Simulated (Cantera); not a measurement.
Feed: 1 mol SiH4, a varied amount of NO, 17 mol N2, held at 1550 °C and 4.10 mbar.

Equilibrium computed with Cantera from the NASA thermochemical tables; the gas is ideal and each condensed phase is pure. Candidate condensed phases: H2O, Si, SiO2, Si2N2O, Si3N4; 35 gas species. The tables hold silica as quartz up to 1696 K and as liquid above; real silica turns to tridymite and cristobalite and melts near 1996 K. Kinetics and transport are ignored.

Task: Which condensed phases are stable at each of these points (n(NO) (mol)): 0.16, 0.23, 0.34, 0.49, 0.71, 1, 1.5, 2.2, 3.1, 4.5, 6.5, 9.4, 14?

Result: 
```csv
n(NO) (mol),condensed phases,Si condensed (%)
0.16,Si(l),81.6
0.23,Si(l),74.6
0.34,Si(l),63.6
0.49,Si(l),48.6
0.71,Si(l),26.5
1,gas only,0.0
1.5,SiO2(condensed),44.2
2.2,SiO2(condensed),90.4
3.1,SiO2(condensed),98.6
4.5,SiO2(condensed),100.0
6.5,SiO2(condensed),100.0
9.4,SiO2(condensed),100.0
14,SiO2(condensed),100.0
```

From 0.16 mol NO to 0.71 mol NO the condensed part is Si(l). At 1 mol NO nothing is condensed. From 1.5 mol NO to 14 mol NO the condensed part is SiO2(condensed).
